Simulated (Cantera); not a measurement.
An isothermal, constant-pressure homogeneous reactor starts with CH₄ : N₂ = 1 : 59 (molar parts), at 1625 K and 1330 Pa.

Computed with Cantera and GRI-Mech 3.0 (53 species, 325 reactions). GRI-Mech 3.0 stops at C3 and has no aromatics, soot or wall deposition, so with more carbon than oxygen in the feed, carbon stays in small species such as C2H2 where larger ones or solid carbon would form. Radical loss at walls, strong at low pressure, is not modelled.

x: mole fraction; the columns are a selection and need not sum to one.

```
t (s)       x CH₄      x C₂H₆      x H₂    x C₂H₂     x CH₃     x CH₂
--------  -------  ----------  --------  --------  --------  --------
6.00e-6    0.0167      <1e-12  7.74e-11    <1e-12   4.42e-9    <1e-12
3.21e-5    0.0167      <1e-12   2.11e-9    <1e-12   2.53e-8    <1e-12
0.000171   0.0167      <1e-12   4.66e-8    <1e-12   1.71e-7    <1e-12
0.000916   0.0167    3.82e-12   5.43e-7    <1e-12   1.21e-6  9.12e-12
0.00490    0.0167    5.63e-10   3.43e-6  2.42e-11   6.96e-6  1.92e-10
0.0262     0.0166  (withheld)   2.01e-5   2.16e-8   3.76e-5   4.11e-9
0.140      0.0163  (withheld)  0.000309   1.73e-5  0.000192   8.53e-8
0.748     0.00919  (withheld)    0.0103   0.00310  0.000282   3.19e-7
4.00      0.00155  (withheld)    0.0222   0.00739   6.76e-5   1.31e-7
```

Task: Fill in the missing entries.

Result: 
- 0.0262, x C₂H₆: 3.74e-8
- 0.140, x C₂H₆: 1.20e-6
- 0.748, x C₂H₆: 2.56e-6
- 4.00, x C₂H₆: 1.32e-7
